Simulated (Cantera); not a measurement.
A perfectly stirred reactor is fed with CH4 : H2O : H2 = 1 : 3.1 : 1.8 (molar parts), at 4.93 atm; it is held at 1775 K, and followed from long to short residence time.

Cantera simulation using GRI-Mech 3.0 (53 species, 325 reactions); the numbers are that mechanism's predictions, not measurements.

One state of this run: x CH4 = 0.107; x H2O = 0.492; x H2 = 0.372; x H2O2 = 1.80e-11; x CO = 0.00358. x: mole fraction; the columns are a selection and need not sum to one.

Question: Which value of τ (s) does it belong to?
A) 0.048
B) 0.00014
C) 0.0026
D) 0.21

Answer: C, 0.0026
